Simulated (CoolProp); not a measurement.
Computed with CoolProp (reference Helmholtz-energy equation of state, Span 1996).

### Question
For carbon dioxide, give the phase and the density (kg/m³), cp (kJ/(kg K)), isothermal compressibility (1/MPa), conductivity (mW/(m K)) at 465.3 K and 73.8 bar; 465.3 K and 148 bar; 465.3 K and 166 bar.

### Answer
- 465.3 K and 73.8 bar: supercritical; density 90.2, cp 1.13, isothermal compressibility 0.145, conductivity 33.4
- 465.3 K and 148 bar: supercritical; density 192, cp 1.30, isothermal compressibility 0.0743, conductivity 38.1
- 465.3 K and 166 bar: supercritical; density 218, cp 1.34, isothermal compressibility 0.0660, conductivity 39.5

Thermal conductivity comes from a separate model (Huber 2016).
